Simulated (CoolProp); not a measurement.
Dry air at 293.15 K and 8.52 MPa flows at 0.3 m/s in a round tube of 6 mm bore and 0.25 µm roughness, fully developed (64/Re and Nu = 3.66 if laminar; Colebrook and Gnielinski if turbulent). Each further row changes one setting.

The numbers come from the reference Helmholtz-energy equation of state, Lemmon 2000 in CoolProp. It is a pseudo-pure fit of the blend.

| case | Reynolds number | Darcy friction factor | pressure drop (Pa/m) | heat-transfer coefficient (W/(m² K)) | mass flow (kg/h) |
|---|---|---|---|---|---|
| as stated | 9250 | 0.0316 | 24.3 | 143 | 3.13 |
| velocity 0.6 m/s | 18500 | 0.0265 | 81.5 | 251 | 6.27 |
| diameter 12 mm | 18500 | 0.0264 | 10.2 | 125 | 12.5 |

Viscosity comes from a separate model (Lemmon 2004). Thermal conductivity comes from a separate model (Lemmon 2004).
